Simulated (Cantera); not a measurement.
What does this Cantera script print?

```python
import numpy as np
import cantera as ct

gas = ct.Solution("gri30.yaml")
gas.TPX = 1350, 1600, {'C2H6': 1, 'H2': 1.1}
reactor = ct.IdealGasConstPressureReactor(gas, energy="off", clone=False)
net = ct.ReactorNet([reactor])
net.rtol, net.atol = 1e-08, 1e-18
show = ['C2H6', 'H2', 'H', 'C2H4', 'CH2', 'C2H', 'CH3']
times = np.geomspace(1e-05, 1, 14)

steps = ct.SolutionArray(gas, extra=["t"])
rows = []
print(f"{'t/s':>10s}{'T/K':>9s}{'P/Pa':>11s}" + "".join(f"{s:>11s}" for s in show))
for t in times:
    while net.time < t:
        t_next = net.step()
        steps.append(gas.state, t=t_next)
    rows.append([np.interp(t, steps.t, y) for y in (steps.T, steps.P, *steps(*show).X.T)])
    print(f"{t:10.3e}{rows[-1][0]:9.1f}{rows[-1][1]:11.4g}" + "".join(f"{x:11.3e}" for x in rows[-1][2:]))
rate = np.gradient(steps.T, steps.t)
print("integrator steps:", len(steps.t))
if steps.T.max() > steps.T[0] + 200:
    print(f"time of steepest temperature rise: {steps.t[rate.argmax()]:.4e} s")
gas.TPX = 1350, 1600, {'C2H6': 1, 'H2': 1.1}
gas.equilibrate("TP")
print(f"equilibrium (TP): T = {gas.T:.1f} K  " + "  ".join(f"{s} {gas[s].X[0]:.3e}" for s in show))
```

Result:

```
       t/s      T/K       P/Pa       C2H6         H2          H       C2H4        CH2        C2H        CH3
 1.000e-05   1350.0       1600  4.761e-01  5.238e-01  6.913e-07  9.515e-08  1.570e-11  1.565e-23  6.717e-05
 2.424e-05   1350.0       1600  4.761e-01  5.238e-01  2.165e-06  1.557e-06  2.067e-10  2.949e-21  1.545e-04
 5.878e-05   1350.0       1600  4.758e-01  5.237e-01  6.737e-06  2.277e-05  2.368e-09  7.226e-19  3.309e-04
 1.425e-04   1350.0       1600  4.747e-01  5.237e-01  2.135e-05  2.874e-04  1.971e-08  2.495e-16  6.180e-04
 3.455e-04   1350.0       1600  4.690e-01  5.242e-01  5.769e-05  2.752e-03  1.001e-07  5.871e-14  1.107e-03
 8.377e-04   1350.0       1600  4.428e-01  5.275e-01  1.113e-04  1.647e-02  3.770e-07  4.669e-12  2.498e-03
 2.031e-03   1350.0       1600  3.607e-01  5.350e-01  1.540e-04  6.012e-02  6.362e-07  1.093e-10  3.830e-03
 4.924e-03   1350.0       1600  2.130e-01  5.441e-01  1.687e-04  1.350e-01  5.174e-07  8.666e-10  3.346e-03
 1.194e-02   1350.0       1600  6.657e-02  5.514e-01  1.695e-04  1.962e-01  2.570e-07  3.581e-09  1.959e-03
 2.894e-02   1350.0       1600  9.375e-03  5.642e-01  9.745e-05  1.959e-01  5.640e-08  4.929e-09  6.859e-04
 7.017e-02   1350.0       1600  1.212e-03  5.764e-01  3.878e-05  1.711e-01  9.461e-09  2.994e-09  2.442e-04
 1.701e-01   1350.0       1600  1.815e-04  5.857e-01  1.616e-05  1.466e-01  1.715e-09  1.598e-09  9.769e-05
 4.125e-01   1350.0       1600  4.298e-05  5.946e-01  8.477e-06  1.221e-01  4.706e-10  1.012e-09  4.948e-05
 1.000e+00   1350.0       1600  2.430e-05  6.063e-01  7.144e-06  8.986e-02  3.148e-10  1.039e-09  3.984e-05
integrator steps: 1035
equilibrium (TP): T = 1350.0 K  C2H6 1.498e-06  H2 7.364e-01  H 1.628e-05  C2H4 4.126e-03  CH2 1.619e-10  C2H 3.463e-09  CH3 1.099e-05
```

Computed with Cantera and GRI-Mech 3.0 (53 species, 325 reactions). GRI-Mech 3.0 stops at C3 and has no aromatics, soot or wall deposition, so with more carbon than oxygen in the feed, carbon stays in small species such as C2H2 where larger ones or solid carbon would form. Radical loss at walls, strong at low pressure, is not modelled.
